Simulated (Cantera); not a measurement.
Input: 1 mol Fe3O4, 0.33 mol C, 1.2 mol N2, equilibrated at 827 °C and 7.50 bar.

Equilibrium computed with Cantera from the NASA thermochemical tables; the gas is ideal and each condensed phase is pure. Candidate condensed phases: C, Fe, Fe(CO)5, FeO, Fe2O3, Fe3O4; 27 gas species. Mutual solubility and eutectic melting of coexisting phases are not modelled. The tables' stoichiometric FeO is somewhat more stable than real wüstite, so its field is too wide. FeO: taken at fixed stoichiometry. Equilibrium is a limit: real reactors are often held back by kinetics, nucleation or transport.

Base state: N2 0.784, CO2 0.204, CO 0.0113 (mole fractions); condensed: FeO(s) + Fe3O4(s).

### Question
What changes in the equilibrium state with this change: C from 0.33 to 2.7 mol?

### Answer
```csv
species,before,after
N2,0.784,0.587
CO,0.0113,0.338
CO2,0.204,0.0755
"FeO(s), mol",1.93,3.00
"Fe3O4(s), mol",0.357,0
"C(graphite), mol",0,1.85
```
